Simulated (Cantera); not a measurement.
Source: NASA polynomial tables (part measured, part estimated), evaluated in Cantera. Values are per mole of reaction as written; species without (g) are pure solids or liquids, kept so even where they would boil at 1 bar. TaC: taken at fixed stoichiometry.

Ta + CH4(g) ⇌ TaC + 4 H(g)

| T (K) | ΔH° (kJ) | ΔS° (J/K) | ΔG° (kJ) | log10 K |
|---|---|---|---|---|
| 1748 | … | … | … | … |
| 1773 | 852.9 | 347.5 | 236.8 | -6.98 |
| 1798 | … | … | … | … |
| 1823 | 853.6 | 347.9 | 219.5 | -6.29 |
| 1848 | 853.9 | 348.0 | 210.8 | -5.96 |
| 1873 | … | … | … | … |
| 1898 | 854.5 | 348.4 | 193.3 | -5.32 |
| 1923 | 854.8 | 348.5 | 184.6 | -5.02 |

Problem. Fill in the missing entries.

Solution. 
- 1748, ΔH° (kJ): 852.6
- 1748, ΔS° (J/K): 347.3
- 1748, ΔG° (kJ): 245.5
- 1748, log10 K: -7.34
- 1798, ΔH° (kJ): 853.3
- 1798, ΔS° (J/K): 347.7
- 1798, ΔG° (kJ): 228.1
- 1798, log10 K: -6.63
- 1873, ΔH° (kJ): 854.2
- 1873, ΔS° (J/K): 348.2
- 1873, ΔG° (kJ): 202.1
- 1873, log10 K: -5.63
